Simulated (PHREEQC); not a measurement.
A solution holds 0.24 mol HCl, 0.00058 mol Li2SO4 and 0.065 mol Fe2(SO4)3 per kg of water, at 20 °C. Closed to the air; pH follows from the charge balance.

Equilibrium calculation in PHREEQC: ion-association model, phreeqc.dat.

The pH is 0.97. The ionic strength is 0.436 mol/kgw, the activity of water is 0.990 and the total alkalinity is -500 meq/kg.

```tsv
species	molality	activity	log γ
Cl-	0.220	0.145	-0.180
H+	0.138	0.106	-0.113
HSO4-	0.0628	0.0460	-0.135
FeSO4+	0.0584	0.0404	-0.160
FeHSO4+2	0.0399	0.0115	-0.540
SO4-2	0.0227	0.00498	-0.659
FeCl+2	0.0135	0.00309	-0.642
```

No solid was allowed to form. Examples of supersaturated solids here: Hematite (slow to form), Goethite (slow to form). Others may be too.
